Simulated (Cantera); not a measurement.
Cantera run:

```python
import numpy as np
import cantera as ct

gas_names = """
    Br Br2 H HBr HO2 H2 H2O H2O2 O OH O2 O3 Si SiBr SiBr2 SiBr3 SiBr4 SiH SiHBr3 SiH2 SiH2Br2 SiH3
    SiH3Br SiH4 SiO SiO2 Si2 Si3
""".split()
cond_names = """
    Br2(cr) Br2(L) H2O(s) H2O(L) Si(cr) Si(L) SiO2(Lqz) SiO2(hqz) SiO2(L)
""".split()


# ... load() reads the species with a 1 bar reference pressure and builds the phases ...
atoms = {
    'SiO2': {'Si': 1, 'O': 2},
    'HBr': {'H': 1, 'Br': 1},
    'H2': {'H': 2},
}
top_T = {}  # K; cautious upper limits of use, not melting points


# ... equilibrate(T, P, feed) seeds the gas with the atoms and calls Mixture.equilibrate('TP', solver="vcs", rtol=1e-11, max_steps=5000) ...
results = []
feed = {'SiO2': 1, 'HBr': 5.2, 'H2': 1.8}  # mol
P = 10000  # Pa
for T in [648, 748, 848, 948, 1048, 1148, 1248]:
    mix = equilibrate(T, P, feed)
    results.append((T, P, feed, dict(zip(mix.species_names, mix.species_moles))))

top = {s: max(r[3][s] / sum(r[3][g] for g in gas_names) for r in results) for s in gas_names}
cols = sorted((s for s in top if top[s] > 1e-05), key=lambda s: -top[s])[:9]
seen = [c for c in cond_names if any(r[3].get(c, 0) > 1e-12 for r in results)]
print("log10 of partial pressures in bar; condensed amounts in mol")
print(f"{'T/K':>10s}" + "".join(f"{s[:9]:>10s}" for s in cols + seen))
for T, P, feed, n in results:
    ng = sum(n[g] for g in gas_names)
    print(f"{T:10.4g}" + "".join(f"{np.log10(max(n[s] / ng * P / 1e5, 1e-99)):10.3f}" for s in cols)
          + "".join(f"{n.get(c, 0):10.4g}" for c in seen))
```

It prints:

```
log10 of partial pressures in bar; condensed amounts in mol
       T/K       HBr        H2        Br       H2O     SiBr4       Br2 SiO2(Lqz) SiO2(hqz)
       648    -1.129    -1.590   -10.037    -7.018    -7.319   -10.055         1         0
       748    -1.129    -1.590    -8.414    -6.457    -6.758    -8.906         1         0
       848    -1.129    -1.590    -7.169    -6.032    -6.333    -8.023         0         1
       948    -1.129    -1.590    -6.184    -5.700    -6.001    -7.324         0    0.9999
      1048    -1.129    -1.590    -5.385    -5.433    -5.735    -6.756         0    0.9999
      1148    -1.129    -1.590    -4.723    -5.213    -5.518    -6.286         0    0.9998
      1248    -1.130    -1.589    -4.167    -5.028    -5.342    -5.892         0    0.9997
```

Cantera equilibrium calculation (NASA polynomials, part measured and part estimated; ideal gas, pure solids and liquids). The tables hold silica as quartz up to 1696 K and as liquid above; real silica turns to tridymite and cristobalite and melts near 1996 K.
